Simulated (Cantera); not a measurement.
A closed system holds: 1 mol BF₃, 1.2 mol NH₃, 5.3 mol H₂, equilibrated at 0.580 bar.

Method: chemical equilibrium by Gibbs-energy minimisation in Cantera with the NASA 1993 tables (ideal gas, pure condensed phases). Candidate condensed phases: B, BN; 31 gas species. The tables' values for BF₂ are old estimates; treat these amounts as uncertain. The numbers say what is thermodynamically allowed, not how fast it happens. All values below are at 1750 K.

Base state: H₂ 0.794, BF₃ 0.0962, N₂ 0.0650, HF 0.0338, BHF₂ 0.00694, BF₂ 0.00375, H 0.000272, BF 0.000181 (mole fractions); condensed: BN(s).

What changes in the equilibrium state with this change: BF₃ replaced by BCl₃?


```csv
species,before,after
H₂,0.794,0.645
HCl,0,0.342
N₂,0.0650,0.0119
BF₃,0.0962,0
HF,0.0338,0
BCl₃,0,0.000805
BHF₂,0.00694,0
BF₂,0.00375,0
BF,0.000181,0
Cl,0,0.000100
"BN(s), mol",0.0662,0.992
```
The tables' values for BCl₂, BCl are old estimates; treat these amounts as uncertain. Gases not in the tables: BHCl₂. Further candidate phases: NH₄Cl.
